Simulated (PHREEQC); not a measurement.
Consider water at 25 °C with 0.031 mol/kgw H3PO4 and 0.15 mol/kgw NaOH. It is in equilibrium with CO2 at log p = -3.4 (atm). Otherwise closed; pH follows from the charge balance.

All values are PHREEQC results (ion-association model, wateq4f.dat), not measurements.

| quantity | before | after |
|---|---|---|
| pH | 9.62 | 9.99 |
| ionic strength (mol/kgw) | 0.178 | 1.13 |
| Na+ (mol/kgw) | 0.134 | 0.957 |
| HCO3- (mol/kgw) | 0.0329 | 0.0880 |
| CO2 (mol/kgw) | 1.30e-5 | 1.04e-5 |
| SI of Nahcolite (NaHCO3) | -2.06 | -0.86 |
| SI of Natron (Na2CO3:10H2O) | -3.02 | -0.72 |

Name the change that produced these shifts.
A. NaOH from 0.15 to 1.5 mol/kgw
B. 0.042 mol/kgw KOH added
C. temperature from 25 to 65 °C
D. 0.0069 mol/kgw NaHSO4 added
E. H3PO4 left out

A, NaOH from 0.15 to 1.5 mol/kgw

This is a speciation only: nothing precipitates in the calculation. The ionic strength passes 0.7 mol/kgw, the rough limit of the ion-association models, in after. H3PO4, which wateq4f.dat lacks, is added to it with the constant of phreeqc.dat.
